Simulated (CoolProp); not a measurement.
The fluid at 265.68 K and 1.51 MPa flows at 1.5 m/s in a round tube of 100 mm bore and 1.5 µm roughness, fully developed (64/Re and Nu = 3.66 if laminar; Colebrook and Gnielinski if turbulent). The same conditions are run with several fluids, on thermodynamics alone (safety and materials aside).

The numbers come from the reference Helmholtz-energy equation of state of each fluid (ammonia: Gao 2020; propylene: Lemmon 2013; R152A: Outcalt 1996; R124: de Vries 1995; n-octane: Beckmüller 2019) in CoolProp.

```tsv
fluid	Reynolds number	Darcy friction factor	pressure drop (Pa/m)	heat-transfer coefficient (W/(m² K))	mass flow (kg/h)
ammonia	524000	0.0133	96.9	6420	27500
propylene	641000	0.0128	80.7	2260	23700
R152A	607000	0.0129	143	2390	41500
R124	576000	0.0131	215	1920	62100
n-octane	134000	0.0170	139	1350	30800
```

Transport values come from each fluid's own correlations; those of propylene, R152A, R124 are estimates that may be off by 10 % or more.
